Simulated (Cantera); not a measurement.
An isothermal, constant-pressure homogeneous reactor starts with 43.5 % CH₄, 56.5 % H₂, at 1575 K and 1330 Pa.

Computed with Cantera and GRI-Mech 3.0 (53 species, 325 reactions). GRI-Mech 3.0 stops at C3 and has no aromatics, soot or wall deposition, so with more carbon than oxygen in the feed, carbon stays in small species such as C2H2 where larger ones or solid carbon would form. Radical loss at walls, strong at low pressure, is not modelled.

Question: Predict: x(CH₄) at 10.0 s; x(H₂) at 10.0 s; x(C₂H) at 10.0 s; x(CH₃) at 10.0 s; x(H) at 10.0 s; x(CH₂) at 10.0 s; x(C₂H₄) at 10.0 s.

Answer: 
| Item | Value |
|---|---|
| x(CH₄) at 10.0 s | 0.0270 (gas-phase equilibrium 0.00158) |
| x(H₂) at 10.0 s | 0.830 (gas-phase equilibrium 0.847) |
| x(C₂H) at 10.0 s | 1.40e-7 (gas-phase equilibrium 1.74e-7) |
| x(CH₃) at 10.0 s | 0.000185 (gas-phase equilibrium 1.26e-5) |
| x(H) at 10.0 s | 0.000281 (gas-phase equilibrium 0.000334) |
| x(CH₂) at 10.0 s | 5.23e-8 (gas-phase equilibrium 4.52e-9) |
| x(C₂H₄) at 10.0 s | 0.000262 (gas-phase equilibrium 0.000235) |
